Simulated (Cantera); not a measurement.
**Hydrocarbon pyrolysis for carbon deposition**

An isothermal, constant-pressure homogeneous reactor starts with C₂H₆ : N₂ : H₂O = 1 : 6 : 0.24 (molar parts), at 1323 K and 100.0 Torr.

Cantera simulation using GRI-Mech 3.0 (53 species, 325 reactions); the numbers are that mechanism's predictions, not measurements. GRI-Mech 3.0 stops at C3 and has no aromatics, soot or wall deposition, so with more carbon than oxygen in the feed, carbon stays in small species such as C2H2 where larger ones or solid carbon would form.

```tsv
t (s)	x C₂H₆	x CH₃	x CH₄	x H	x C₂H	x HCN	x CH₂
0.000100	0.138	0.000204	5.96e-5	3.17e-6	<1e-12	<1e-12	8.45e-9
0.000562	0.130	0.000570	0.00113	1.66e-5	1.17e-11	2.41e-10	8.64e-8
0.00316	0.0831	0.000513	0.00962	2.19e-5	4.16e-10	1.40e-9	8.55e-8
0.0178	0.00555	0.000126	0.0285	2.17e-5	2.44e-9	2.41e-9	1.43e-8
0.100	8.72e-5	1.53e-5	0.0292	3.78e-6	7.42e-10	2.42e-9	2.83e-10
0.562	1.85e-5	7.69e-6	0.0287	2.20e-6	5.51e-10	2.36e-9	9.39e-11
3.16	5.60e-6	5.51e-6	0.0283	1.74e-6	4.94e-10	2.32e-9	6.49e-11
17.8	5.13e-6	5.40e-6	0.0282	1.72e-6	4.86e-10	2.35e-9	6.29e-11
100	5.13e-6	5.36e-6	0.0281	1.74e-6	4.80e-10	2.52e-9	5.98e-11
```
x: mole fraction; the columns are a selection and need not sum to one.

Equilibrium at this temperature and pressure: C₂H₆ 3.33e-6, CH₃ 4.02e-6, CH₄ 0.0218, H 2.05e-6, C₂H 2.34e-10, HCN 0.0699, CH₂ 2.39e-11 (gas phase only).
